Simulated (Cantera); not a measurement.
# LiOH + H2 (calcination and drying)

Input: 1 mol LiOH, 0.091 mol H2, equilibrated at 1 atm.

These are equilibrium values from Cantera (NASA tables, ideal gas, pure condensed phases), not measurements of a reactor. Candidate condensed phases: H2O, Li, LiH, LiOH, Li2O; 17 gas species. Rates play no part.

```json
[
 {"T (°C)": "1050", "log p H2O": "-0.07", "log p LiOH": "-2.38", "log p H2": "-0.81", "log p Li": "-6.32", "log p Li2O": "-7.58", "log p Li2(OH)2": "-3.50", "log p H": "-6.20", "n Li2O(s)": "0.499", "n Li2O(l)": "0"},
 {"T (°C)": "1125", "log p H2O": "-0.07", "log p LiOH": "-2.00", "log p H2": "-0.81", "log p Li": "-5.64", "log p Li2O": "-6.72", "log p Li2(OH)2": "-3.27", "log p H": "-5.73", "n Li2O(s)": "0.497", "n Li2O(l)": "0"},
 {"T (°C)": "1200", "log p H2O": "-0.08", "log p LiOH": "-1.66", "log p H2": "-0.81", "log p Li": "-5.03", "log p Li2O": "-5.95", "log p Li2(OH)2": "-3.07", "log p H": "-5.30", "n Li2O(s)": "0.493", "n Li2O(l)": "0"},
 {"T (°C)": "1275", "log p H2O": "-0.09", "log p LiOH": "-1.37", "log p H2": "-0.82", "log p Li": "-4.48", "log p Li2O": "-5.25", "log p Li2(OH)2": "-2.90", "log p H": "-4.92", "n Li2O(s)": "0.486", "n Li2O(l)": "0"},
 {"T (°C)": "1350", "log p H2O": "-0.11", "log p LiOH": "-1.10", "log p H2": "-0.82", "log p Li": "-3.97", "log p Li2O": "-4.63", "log p Li2(OH)2": "-2.76", "log p H": "-4.57", "n Li2O(s)": "0.475", "n Li2O(l)": "0"},
 {"T (°C)": "1425", "log p H2O": "-0.14", "log p LiOH": "-0.87", "log p H2": "-0.84", "log p Li": "-3.52", "log p Li2O": "-4.06", "log p Li2(OH)2": "-2.64", "log p H": "-4.26", "n Li2O(s)": "0.456", "n Li2O(l)": "0"},
 {"T (°C)": "1500", "log p H2O": "-0.18", "log p LiOH": "-0.67", "log p H2": "-0.86", "log p Li": "-3.09", "log p Li2O": "-3.55", "log p Li2(OH)2": "-2.56", "log p H": "-3.97", "n Li2O(s)": "0.427", "n Li2O(l)": "0"},
 {"T (°C)": "1575", "log p H2O": "-0.25", "log p LiOH": "-0.50", "log p H2": "-0.89", "log p Li": "-2.70", "log p Li2O": "-3.08", "log p Li2(OH)2": "-2.51", "log p H": "-3.72", "n Li2O(s)": "0", "n Li2O(l)": "0.387"},
 {"T (°C)": "1650", "log p H2O": "-0.33", "log p LiOH": "-0.38", "log p H2": "-0.92", "log p Li": "-2.37", "log p Li2O": "-2.72", "log p Li2(OH)2": "-2.55", "log p H": "-3.48", "n Li2O(s)": "0", "n Li2O(l)": "0.341"},
 {"T (°C)": "1725", "log p H2O": "-0.43", "log p LiOH": "-0.29", "log p H2": "-0.96", "log p Li": "-2.05", "log p Li2O": "-2.38", "log p Li2(OH)2": "-2.61", "log p H": "-3.27", "n Li2O(s)": "0", "n Li2O(l)": "0.286"}
]
```
log p: log10 of the partial pressure in bar; n: condensed amount in mol.

From 1050 °C to 1500 °C the condensed part is Li2O(s). From 1575 °C to 1725 °C the condensed part is Li2O(l). The main Li-bearing gas is LiOH throughout. The share of Li in condensed phases is highest at 1050 °C (99.7 %) and lowest at 1725 °C (57.3 %).
